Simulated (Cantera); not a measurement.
A perfectly stirred reactor is fed with H2 : O2 : N2 = 1 : 0.385 : 2.54 (molar parts), equivalence ratio 1.3, at 3.50 bar; it is adiabatic with a 475 K inlet, and is followed from long to short residence time, starting on the burning branch (τ in s: 0.35, 0.14, 0.055, 0.022, 0.0089, 0.0036, 0.0014, 0.00057, 0.00023, 9.1e-05).

Detailed kinetics in Cantera: GRI-Mech 3.0 (53 species, 325 reactions). The hydrogen kinetics of GRI-Mech 3.0 are dated; newer H2 mechanisms differ, most at raised pressure.

### Question
What does this change do: H2 1 to 0.74 parts?

### Answer
```json
[
 {"quantity": "blow-out, bracketed by the residence times tried", "before": "burning at 91.0 µs, the shortest tried", "after": "burning at 91.0 µs, the shortest tried"},
 {"quantity": "x(H2) at τ = 0.350 s", "before": "0.0648", "after": "0.000718"},
 {"quantity": "x(O2) at τ = 0.350 s", "before": "1.61e-5", "after": "0.00454"},
 {"quantity": "x(H2O2) at τ = 0.350 s", "before": "2.27e-9", "after": "6.43e-8"},
 {"quantity": "x(OH) at τ = 0.350 s", "before": "0.000135", "after": "0.000970"},
 {"quantity": "x(H2O) at τ = 0.350 s", "before": "0.217", "after": "0.223"},
 {"quantity": "x(H2) at τ = 3.60 ms", "before": "0.0641", "after": "0.00501"},
 {"quantity": "x(O2) at τ = 3.60 ms", "before": "0.000253", "after": "0.00638"},
 {"quantity": "x(H2O2) at τ = 3.60 ms", "before": "8.03e-8", "after": "3.08e-7"},
 {"quantity": "x(OH) at τ = 3.60 ms", "before": "0.00106", "after": "0.00265"},
 {"quantity": "x(H2O) at τ = 3.60 ms", "before": "0.215", "after": "0.217"}
]
```

### Question
What does this change do: O2 0.385 to 0.61 parts?

### Answer
```json
[
 {"quantity": "blow-out, bracketed by the residence times tried", "before": "burning at 91.0 µs, the shortest tried", "after": "burning at 91.0 µs, the shortest tried"},
 {"quantity": "x(H2) at τ = 0.350 s", "before": "0.0648", "after": "0.00130"},
 {"quantity": "x(O2) at τ = 0.350 s", "before": "1.61e-5", "after": "0.0276"},
 {"quantity": "x(H2O2) at τ = 0.350 s", "before": "2.27e-9", "after": "3.19e-7"},
 {"quantity": "x(OH) at τ = 0.350 s", "before": "0.000135", "after": "0.00426"},
 {"quantity": "x(H2O) at τ = 0.350 s", "before": "0.217", "after": "0.270"},
 {"quantity": "x(H2) at τ = 3.60 ms", "before": "0.0641", "after": "0.00246"},
 {"quantity": "x(O2) at τ = 3.60 ms", "before": "0.000253", "after": "0.0295"},
 {"quantity": "x(H2O2) at τ = 3.60 ms", "before": "8.03e-8", "after": "4.00e-7"},
 {"quantity": "x(OH) at τ = 3.60 ms", "before": "0.00106", "after": "0.00569"},
 {"quantity": "x(H2O) at τ = 3.60 ms", "before": "0.215", "after": "0.268"}
]
```
